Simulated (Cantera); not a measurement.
An isothermal plug-flow reactor at 925 K and 1.38 atm (inlet), inlet velocity 0.43 m/s, active area per volume 100 1/m; feed 0.416 % CH₄, 10.8 % O₂, 88.8 % N₂, equivalence ratio 0.077.

Detailed kinetics in Cantera: Deutschmann's 1995 Pt surface mechanism with GRI-Mech 3.0 gas chemistry. Catalytic surfaces can have several steady states; this one follows from the mechanism file's or the stated starting coverage. Mass transfer to the wall is taken as infinitely fast.

x: gas mole fraction; θ: surface coverage.

```json
[
 {"z (m)": "0.00055", "x CH₄": "0.00415", "x O₂": "0.108", "x H₂O": "1.81e-5", "x CO₂": "8.55e-6", "x CO": "5.14e-7", "θ free Pt": "0.109", "θ O*": "0.891"},
 {"z (m)": "0.00092", "x CH₄": "0.00414", "x O₂": "0.108", "x H₂O": "3.03e-5", "x CO₂": "1.44e-5", "x CO": "7.37e-7", "θ free Pt": "0.109", "θ O*": "0.891"},
 {"z (m)": "0.0015", "x CH₄": "0.00413", "x O₂": "0.108", "x H₂O": "?", "x CO₂": "?", "x CO": "?", "θ free Pt": "0.109", "θ O*": "0.891"},
 {"z (m)": "0.0026", "x CH₄": "0.00412", "x O₂": "0.108", "x H₂O": "8.53e-5", "x CO₂": "4.15e-5", "x CO": "1.16e-6", "θ free Pt": "0.109", "θ O*": "0.891"},
 {"z (m)": "0.0043", "x CH₄": "0.00409", "x O₂": "0.108", "x H₂O": "0.000141", "x CO₂": "6.91e-5", "x CO": "1.25e-6", "θ free Pt": "0.109", "θ O*": "0.890"},
 {"z (m)": "0.0071", "x CH₄": "0.00404", "x O₂": "0.108", "x H₂O": "0.000231", "x CO₂": "0.000114", "x CO": "1.25e-6", "θ free Pt": "0.109", "θ O*": "0.890"},
 {"z (m)": "0.012", "x CH₄": "0.00397", "x O₂": "0.108", "x H₂O": "?", "x CO₂": "?", "x CO": "1.23e-6", "θ free Pt": "0.109", "θ O*": "0.890"},
 {"z (m)": "0.02", "x CH₄": "0.00384", "x O₂": "0.107", "x H₂O": "0.000635", "x CO₂": "0.000316", "x CO": "1.19e-6", "θ free Pt": "0.109", "θ O*": "0.890"},
 {"z (m)": "0.033", "x CH₄": "0.00365", "x O₂": "0.107", "x H₂O": "0.00102", "x CO₂": "0.000509", "x CO": "1.13e-6", "θ free Pt": "0.109", "θ O*": "0.890"},
 {"z (m)": "0.055", "x CH₄": "0.00334", "x O₂": "0.106", "x H₂O": "0.00163", "x CO₂": "0.000815", "x CO": "1.04e-6", "θ free Pt": "0.109", "θ O*": "0.890"}
]
```

### Question
Complete the blanks.

### Answer

- 0.0015, x H₂O: 4.93e-5
- 0.0015, x CO₂: 2.37e-5
- 0.0015, x CO: 9.63e-7
- 0.012, x H₂O: 0.000387
- 0.012, x CO₂: 0.000192
